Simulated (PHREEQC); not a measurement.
# Copper plating or etch bath

Make-up at 70 °C: 31.5 mmol/kgw CuSO4 and 45 mmol/kgw FeCl3. Closed to the air; pH follows from the charge balance.

Model: ion-association model, phreeqc.dat, run in PHREEQC.

The pH comes out as 2.08, the ionic strength is 0.206 mol/kgw and the total alkalinity is -90.0 meq/kg.

```json
[
 {"species": "Cl-", "molality": "0.114", "activity": "0.0790", "log γ": "-0.160"},
 {"species": "Cu+2", "molality": "0.0179", "activity": "0.00530", "log γ": "-0.529"},
 {"species": "FeSO4+", "molality": "0.0154", "activity": "0.0111", "log γ": "-0.144"},
 {"species": "CuCl+", "molality": "0.0110", "activity": "0.00764", "log γ": "-0.157"},
 {"species": "H+", "molality": "0.0107", "activity": "0.00834", "log γ": "-0.107"},
 {"species": "FeCl+2", "molality": "0.00834", "activity": "0.00222", "log γ": "-0.575"},
 {"species": "FeOH+2", "molality": "0.00779", "activity": "0.00207", "log γ": "-0.575"},
 {"species": "SO4-2", "molality": "0.00605", "activity": "0.00158", "log γ": "-0.583"},
 {"species": "HSO4-", "molality": "0.00547", "activity": "0.00396", "log γ": "-0.140"},
 {"species": "Fe2(OH)2+4", "molality": "0.00397", "activity": "2.30e-5", "log γ": "-2.236"}
]
```

Precipitation was switched off in this run. Examples of supersaturated solids here: Hematite (slow to form), Goethite (slow to form). Others may be too. At this temperature some constants are extrapolated from 25 °C, and those without enthalpy data are left unchanged.
